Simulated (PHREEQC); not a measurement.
Dissolve 0.13 mol/kgw K2CO3, 0.002 mol/kgw K2SO4 and 0.11 mol/kgw KH2PO4 at 25 °C. Closed to the air; pH follows from the charge balance.

The numbers come from PHREEQC with the ion-association model, phreeqc.dat.

Precipitation was switched off in this run.

**Question.** What pH, ionic strength, activity of water does the model give?

**Answer.** pH 9.11; ionic strength 0.478 mol/kgw; activity of water 0.990.

**Question.** In which forms is C present?

**Answer.** HCO3- 85 %, CO3-2 15 % of the C.
